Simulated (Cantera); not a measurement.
Input (Python, Cantera):

```python
import numpy as np
import cantera as ct

gas = ct.Solution("gri30.yaml")
gas.TPX = 1573, 2900, {'CH4': 1, 'N2': 32}
inlet = ct.Reservoir(gas, clone=True)

reactor = ct.IdealGasConstPressureReactor(gas, energy="off", clone=False)
exhaust = ct.Reservoir(gas, clone=True)
tau = [2.1, 0.68, 0.22, 0.07, 0.022, 0.0072, 0.0023, 0.00074, 0.00024][0]
for a, b in ((inlet, reactor), (reactor, exhaust)):
    ct.MassFlowController(a, b, mdot=lambda t: reactor.mass / tau)
net = ct.ReactorNet([reactor])
show = ['CH4', 'C2H', 'HCN', 'CH2', 'CH3', 'H2']

rows = []
print(f"{'tau/s':>10s}{'T/K':>9s}" + "".join(f"{s:>11s}" for s in show))
for tau in [2.1, 0.68, 0.22, 0.07, 0.022, 0.0072, 0.0023, 0.00074, 0.00024]:
    net.initial_time = 0.0
    net.advance(30 * tau)
    before = gas.X
    net.advance(40 * tau)
    drift = np.max(np.abs(gas.X - before) / (gas.X + 1e-9))
    rows.append([gas.T, *gas[show].X, drift])
    print(f"{tau:10.3e}{gas.T:9.1f}" + "".join(f"{x:11.3e}" for x in gas[show].X))
```

Output:

```
     tau/s      T/K        CH4        C2H        HCN        CH2        CH3         H2
 2.100e+00   1573.0  1.389e-02  1.484e-08  4.096e-07  9.284e-08  1.799e-04  2.348e-02
 6.800e-01   1573.0  2.057e-02  7.787e-09  9.059e-08  1.098e-07  2.438e-04  1.342e-02
 2.200e-01   1573.0  2.667e-02  2.042e-09  8.572e-09  9.226e-08  2.582e-04  4.452e-03
 7.000e-02   1573.0  2.982e-02  1.141e-10  1.214e-10  2.826e-08  1.458e-04  4.454e-04
 2.200e-02   1573.0  3.024e-02  2.930e-12  2.487e-12  3.674e-09  5.020e-05  3.792e-05
 7.200e-03   1573.0  3.029e-02  3.107e-14  1.644e-13  4.474e-10  1.665e-05  8.761e-06
 2.300e-03   1573.0  3.030e-02  1.227e-16  1.075e-14  5.514e-11  5.302e-06  2.639e-06
 7.400e-04   1573.0  3.030e-02  3.886e-19  9.297e-16  7.815e-12  1.673e-06  8.106e-07
 2.400e-04   1573.0  3.030e-02  1.029e-21  8.909e-17  1.109e-12  5.130e-07  2.332e-07
```

Detailed kinetics in Cantera: GRI-Mech 3.0 (53 species, 325 reactions). GRI-Mech 3.0 stops at C3 and has no aromatics, soot or wall deposition, so with more carbon than oxygen in the feed, carbon stays in small species such as C2H2 where larger ones or solid carbon would form. Radical loss at walls, strong at low pressure, is not modelled.
